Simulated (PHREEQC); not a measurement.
A PHREEQC input (ion-association model, phreeqc.dat):

```
SOLUTION 1
  temp 25
  units mg/L
  pH 6.52
  pe 1
  Na 0.00304
  K 0.000184
  Ca 0.094
  Mg 0.00808
  Cl 0.11 charge
  Li 0.1 charge
  S(6) 0.0397 as SO4
  Alkalinity 0.103 as HCO3
  Zn 0.0041
  Br 0.000252
END
USE solution 1
EQUILIBRIUM_PHASES 1
  CO2(g) -2.5 10
END
```

It stops with these messages:

```
ERROR: Charge balance specified for more than one species.
ERROR: Program terminating due to input errors.
```

The fault: two constituents marked charge. The line should read `Cl 0.11` where the input has `Cl 0.11 charge / Li 0.1 charge`. With the mend the run ends at pH 5.21 and ionic strength 1.49e-5 mol/kgw.
